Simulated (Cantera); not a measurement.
Feed: 1 mol n-butane, 0.026 mol H2O, 1.4 mol N2, held at 133 Pa.

Cantera equilibrium calculation (NASA polynomials, part measured and part estimated; ideal gas, pure solids and liquids). Candidate condensed phases: C, C6H6, C7H8, C8H18, H2O; 136 gas species. The numbers say what is thermodynamically allowed, not how fast it happens. All values below are at 1798 K.

Base state: H2 0.770, N2 0.215, H 0.00846, CO 0.00401, HCN 0.00247, C2H2 (acetylene) 0.000133, HNC 9.34e-5 (mole fractions); condensed: C(graphite).

What changes in the equilibrium state with this change: 0.12 mol H2S added?


```tsv
species	before	after
H2	0.770	0.761
N2	0.215	0.208
CS	0	0.0128
CS2	0	0.00144
SH	0	0.000675
H2S	0	0.000540
S	0	0.000357
C(graphite), mol	3.96	3.86
```
Further candidate phases: H2SO4, S.
